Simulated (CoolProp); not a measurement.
CF4 (R14) along the isotherm 242.1 K: density (kg/m³) from the reference equation and from simpler models built on Tc = 227.4 K, pc = 3.762 MPa, ω = 0.178; each cubic takes its own stable root.

Model: reference Helmholtz-energy equation of state, Platzer 1990, in CoolProp. This equation is an older, rougher fit; its heat capacities, sound speeds and derivatives of the liquid may be far off and weren't checked against measurements.

```csv
p (MPa),phase,reference,Soave-Redlich-Kwong,Peng-Robinson
0.0178,gas,0.7792,0.7792,0.7794
0.0366,gas,1.605,1.604,1.605
0.0753,gas,3.311,3.311,3.313
0.155,gas,6.856,6.855,6.866
0.317,gas,14.20,14.20,14.24
0.652,gas,(withheld),(withheld),(withheld)
1.34,gas,65.50,(withheld),66.36
2.75,gas,(withheld),156.9,(withheld)
5.64,supercritical,663.3,(withheld),(withheld)
```

Problem. Complete the blanks.

Solution. 
- 0.652, reference: 30.00
- 0.652, Soave-Redlich-Kwong: 29.99
- 0.652, Peng-Robinson: 30.18
- 1.34, Soave-Redlich-Kwong: 65.46
- 2.75, reference: 157.2
- 2.75, Peng-Robinson: 161.8
- 5.64, Soave-Redlich-Kwong: 597.9
- 5.64, Peng-Robinson: 640.9
